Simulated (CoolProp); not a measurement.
Saturation properties of CH3F (R41).

The numbers come from the reference Helmholtz-energy equation of state, Lemmon 2006 in CoolProp. It is a short technical equation, of lower accuracy than the large ones.

```tsv
T (K)	p (MPa)	vapour density (kg/m³)	surface tension (mN/m)
234.7	0.6082	12.18	9.49
238.7	0.7026	14.04	8.92
242.7	0.8077	16.12	8.36
246.6	0.9211	18.38	7.82
250.6	1.049	20.98	7.27
254.6	1.191	23.88	6.74
258.6	1.346	27.12	6.21
262.5	1.511	30.65	5.70
266.5	1.696	34.70	5.19
270.5	1.897	39.25	4.68
```

It boils at 194.8 K under 1 atm.

Surface tension comes from a separate correlation (Mulero 2012).
